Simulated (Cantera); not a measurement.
Cantera run, input and output.

```python
import numpy as np
import cantera as ct

gas = ct.Solution("gri30.yaml")
gas.TP = 300, 190000
flame = ct.CounterflowDiffusionFlame(gas, width=0.02)
flame.fuel_inlet.X, flame.fuel_inlet.T = {'CH4': 1, 'C2H6': 0.36, 'C3H8': 0.78}, 598
flame.oxidizer_inlet.X, flame.oxidizer_inlet.T = {'O2': 0.23, 'N2': 0.77}, 525
flame.set_refine_criteria(ratio=3, slope=0.12, curve=0.24, prune=0.03)
show = ['OH', 'H', 'NO', 'CO', 'C2H2']

rows = []
print(f"{'mdot':>8s}{'a_max':>10s}{'a_mean':>10s}{'Tmax/K':>9s}" + "".join(f"{s:>11s}" for s in show) + "   (peak mole fractions)")
for i, mdot in enumerate([0.47, 0.64, 0.85, 1.1, 1.5, 2, 2.7, 3.7]):  # kg/m2/s on the oxidiser side
    flame.oxidizer_inlet.mdot, flame.fuel_inlet.mdot = mdot, 1.1 * mdot
    flame.solve(loglevel=0, auto=(i == 0))
    if flame.T.max() < max(598, 525) + 100:
        print(f"{mdot:8.3g}  no burning solution found from the previous one")
        break
    dT = np.abs(np.gradient(flame.T, flame.grid))
    rows.append([flame.strain_rate("max"), flame.strain_rate("mean"), flame.T.max(),
                 *(flame.X[gas.species_index(s)].max() for s in show), max(dT[0], dT[-1]) / dT.max()])
    print(f"{mdot:8.3g}{rows[-1][0]:10.1f}{rows[-1][1]:10.1f}{rows[-1][2]:9.1f}" + "".join(f"{x:11.3e}" for x in rows[-1][3:-1]))
```

Output:

```
    mdot     a_max    a_mean   Tmax/K         OH          H         NO         CO       C2H2   (peak mole fractions)
    0.47     227.6      42.3   2290.4  9.408e-03  3.626e-03  4.560e-04  7.296e-02  4.117e-02
    0.64     303.5      57.6   2272.3  9.550e-03  3.843e-03  4.256e-04  7.164e-02  4.001e-02
    0.85     395.8      76.5   2256.4  9.649e-03  4.047e-03  3.992e-04  7.061e-02  3.882e-02
     1.1     504.3      99.0   2242.5  9.721e-03  4.242e-03  3.758e-04  6.982e-02  3.767e-02
     1.5     675.3     135.0   2226.2  9.786e-03  4.488e-03  3.478e-04  6.909e-02  3.621e-02
       2     885.6     180.0   2211.2  9.823e-03  4.729e-03  3.212e-04  6.867e-02  3.480e-02
     2.7    1174.4     242.9   2193.0  9.778e-03  4.955e-03  2.906e-04  6.827e-02  3.317e-02
     3.7    1578.0     332.9   2172.3  9.664e-03  5.183e-03  2.560e-04  6.797e-02  3.133e-02
```

Computed with Cantera and GRI-Mech 3.0 (53 species, 325 reactions). GRI-Mech 3.0 was tuned for natural gas; its chemistry of propane as a main component is partial and can be far from experiment. GRI-Mech 3.0 has no aromatics or soot, which form on the fuel side of real flames. The maximum strain rate includes the flame's own expansion and is several times the mean.
